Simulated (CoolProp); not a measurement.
Properties of dodecamethylpentasiloxane (MD3M) along the isobar 101 kPa.

Computed with CoolProp (reference Helmholtz-energy equation of state, Thol 2019).

```csv
T (K),phase,density (kg/m³),cv (kJ/(kg K)),Joule-Thomson coefficient (K/MPa),isothermal compressibility (1/MPa),fugacity coefficient
325.3,liquid,843.8,1.504,-0.4194,0.001889,0.0006191
344.1,liquid,825.6,1.551,-0.3964,0.002197,0.002238
362.8,liquid,807.2,1.596,-0.3720,0.002569,0.006755
381.5,liquid,788.7,1.639,-0.3451,0.003025,0.01764
400.2,liquid,769.8,1.681,-0.3150,0.003591,0.04077
419,liquid,750.4,1.723,-0.2803,…,0.08527
437.7,liquid,…,1.764,-0.2398,0.005229,0.1626
456.4,liquid,709.9,1.805,-0.1908,0.006439,0.2872
475.2,liquid,688.3,1.845,-0.1294,0.008090,0.4761
493.9,liquid,665.6,1.885,-0.04999,0.01041,0.7428
512.6,gas,…,1.886,26.28,11.10,0.9105
531.3,gas,9.598,1.922,22.12,10.88,0.9230
550.1,gas,9.149,1.958,18.88,10.71,0.9333
568.8,gas,8.756,1.993,16.32,10.58,0.9419
587.5,gas,8.404,2.028,14.25,10.48,0.9492
606.2,gas,8.086,2.062,12.55,10.40,0.9554
```

Q: Some entries are withheld; supply them.

A: 
- 419, isothermal compressibility (1/MPa): 0.004310
- 437.7, density (kg/m³): 730.5
- 512.6, density (kg/m³): 10.11
